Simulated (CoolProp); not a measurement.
Saturation properties of dimethyl carbonate (Tc = 557.0 K, pc = 4.909 MPa, ω = 0.346).

Model: reference Helmholtz-energy equation of state, Zhou 2011, in CoolProp.

```tsv
T (K)	p (MPa)	liquid density (kg/m³)	vapour density (kg/m³)	liquid cp (kJ/(kg K))
388.5	0.2130	937.1	6.252	2.026
409.9	0.3680	904.2	10.50	2.090
431.4	0.5991	869.3	16.82	2.162
452.8	0.9254	832.0	25.88	2.246
474.3	1.374	791.1	38.90	2.356
495.7	1.969	744.8	57.74	2.521
517.2	2.752	688.3	86.77	2.832
538.6	3.768	608.1	138.6	3.770
```

It boils at 363.3 K under 1 atm.
